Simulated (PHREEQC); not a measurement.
Dissolve 0.06 mol HCl and 0.0049 mol KCl per kg of water at 25 °C. Closed to the air; pH follows from the charge balance.

Equilibrium calculation in PHREEQC: ion-association model, phreeqc.dat.

```tsv
quantity	before	after
pH	1.30	1.96
SI of Sylvite (KCl)	-4.60	-5.90
```

Problem. Name the change that produced these shifts.
A. KCl from 0.0049 to 0.00539 mol/kgw
B. HCl from 0.06 to 0.066 mol/kgw
C. HCl from 0.06 to 0.3 mol/kgw
D. diluted 5-fold with water
E. diluted 10-fold with water

Solution. D, diluted 5-fold with water

No solid was allowed to form.
